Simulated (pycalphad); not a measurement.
Source of the numbers: pycalphad with the COST 507 light-alloy database (1999); pressure 1 atm. The database dates from 1999; later assessments differ in places, in temperatures and in the compounds included.

Al-94.7Si (at.%): equilibrium cooling sequence

```json
[
 {"T (K)": "1661.7", "phases above": "liquid", "phases below": "diamond (Si) + liquid"},
 {"T (K)": "850.1", "phases above": "diamond (Si) + liquid", "phases below": "diamond (Si) + fcc"}
]
```

Changes were sought between steps of 50 K, so a narrower field can be missed.
